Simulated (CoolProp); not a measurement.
Vapour-liquid equilibrium of CHF3 (R23) (1) + C2F6 (R116) (2) at 5.84 bar; x and y are mole fractions of (1).

Values from CoolProp's multi-fluid Helmholtz-energy mixture model, Penoncello 2003 and Lemmon 2006; pair parameters Bell 2016.

**Question.** Give the bubble temperature and the first vapour's composition at x = 0.05, 0.5, 0.65. Is there an azeotrope?

**Answer.** x = 0.05: -41.3 °C, y = 0.141; x = 0.5: -50.3 °C, y = 0.559; x = 0.65: -50.4 °C, y = 0.625. y crosses x between x = 0.5 and 0.65: the model has an azeotrope there.

The pair parameters rest on a limited set of measurements; away from them the model extrapolates.
